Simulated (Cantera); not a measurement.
# BF3 + O2 + H2 (boron, boron nitride and boron oxide)

Feed: 1 mol BF3, 0.052 mol O2, a varied amount of H2, held at 950 K and 840 Pa.

Method: chemical equilibrium by Gibbs-energy minimisation in Cantera with the NASA 1993 tables (ideal gas, pure condensed phases). Candidate condensed phases: B, B2O3, B3O3H3, H2O; 43 gas species. The numbers say what is thermodynamically allowed, not how fast it happens.

From 0.48 mol H2 to 59 mol H2 nothing is condensed. The main B-bearing gas is BF3 throughout.

```csv
n(H2) (mol),log p H2,log p BF3,log p HF,log p B3O3F3,log p H2O
0.48,-2.68,-2.29,-3.04,-3.82,-3.89
1.1,-2.41,-2.44,-3.19,-3.97,-4.07
2.4,-2.25,-2.65,-3.38,-4.16,-4.32
5.4,-2.16,-2.92,-3.64,-4.43,-4.66
12,-2.12,-3.23,-3.94,-4.72,-5.03
27,-2.09,-3.57,-4.26,-5.05,-5.45
59,-2.08,-3.90,-4.58,-5.37,-5.87
```
log p: log10 of the partial pressure in bar; nothing condenses.
